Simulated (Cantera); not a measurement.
Feed: 1 mol SiH₄, 3.4 mol O₂, 74 mol H₂, held at 0.330 Torr.

Equilibrium computed with Cantera from the NASA thermochemical tables; the gas is ideal and each condensed phase is pure. Candidate condensed phases: H₂O, Si, SiO₂; 18 gas species. Equilibrium is a limit: real reactors are often held back by kinetics, nucleation or transport. All values below are at 1577 °C.

Base state: H₂ 0.889, H₂O 0.0743, H 0.0242, SiO 0.0128, OH 0.000149 (mole fractions); condensed: gas only.

**Question.** What changes in the equilibrium state with this change: SiH₄ replaced by Si₂H₆?

**Answer.** 
| species | before | after |
|---|---|---|
| H₂ | 0.889 | 0.891 |
| H₂O | 0.0743 | 0.0599 |
| SiO | 0.0128 | 0.0250 |
| H | 0.0242 | 0.0242 |
| OH | 0.000149 | 0.000120 |
The feed counts by its element totals alone.
